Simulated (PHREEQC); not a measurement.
Make-up at 2.5 °C: 0.032 mol CaCl2 and 6.5e-06 mol CO2 per kg of water. Closed to the air; pH follows from the charge balance.

Model: ion-association model, wateq4f.dat, run in PHREEQC.

```yaml
pH: 5.89
ionic_strength: 0.0960 mol/kgw
```

```
species  molality  activity   log γ
-------  --------  --------  ------
Cl-        0.0640    0.0495  -0.111
Ca+2       0.0320    0.0130  -0.390
CO2       4.96e-6   5.07e-6   0.010
H+        1.54e-6   1.28e-6  -0.080
HCO3-     1.41e-6   1.12e-6  -0.099
CaHCO3+   1.32e-7   1.06e-7  -0.095
CaOH+     2.09e-9   1.68e-9  -0.095
OH-       1.47e-9   1.13e-9  -0.113
```

Precipitation was switched off in this run. Away from 25 °C the constants follow the database's enthalpies or fits; those with neither stay at their 25 °C values.
